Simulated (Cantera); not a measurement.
Zr + O2 + N2 (tantalum, niobium, vanadium and zirconium in process gases)

Charge: 1 mol Zr, 0.016 mol O2, 0.81 mol N2, equilibrated at 0.190 Pa.

These are equilibrium values from Cantera (NASA tables, ideal gas, pure condensed phases), not measurements of a reactor. Candidate condensed phases: Zr, ZrN, ZrO2; 13 gas species. Mutual solubility and eutectic melting of coexisting phases are not modelled. ZrN: taken at fixed stoichiometry. Condensed phases not in the tables: solid solutions among these carbides, nitrides and lower oxides. The numbers say what is thermodynamically allowed, not how fast it happens.

From 1725 K to 2100 K the condensed part is ZrN(s) + ZrO2(tetragonal). At 2175 K the condensed part is ZrN(s). The main Zr-bearing gas is ZrO throughout.

```tsv
T (K)	x N2	x ZrO	x Zr	x ZrO2	x O	x N	x NO	n ZrN(s)	n ZrO2(tetragonal)
1725	1.000	1.52e-6	1.65e-9	1.02e-8	2.61e-9	6.59e-9	4.86e-10	0.984	0.0160
1800	1.000	1.53e-5	2.70e-8	9.75e-8	1.56e-8	2.65e-8	1.81e-9	0.984	0.0160
1875	1.000	0.000128	3.52e-7	7.79e-7	8.11e-8	9.56e-8	6.07e-9	0.984	0.0160
1950	0.999	0.000908	3.76e-6	5.28e-6	3.71e-7	3.12e-7	1.85e-8	0.984	0.0159
2025	0.994	0.00555	3.37e-5	3.10e-5	1.52e-6	9.32e-7	5.19e-8	0.983	0.0151
2100	0.970	0.0299	0.000260	0.000160	5.58e-6	2.55e-6	1.33e-7	0.979	0.0110
2175	0.909	0.0886	0.00178	0.000278	1.14e-5	6.37e-6	1.91e-7	0.967	0
```
x: gas mole fraction; n: condensed amount in mol.
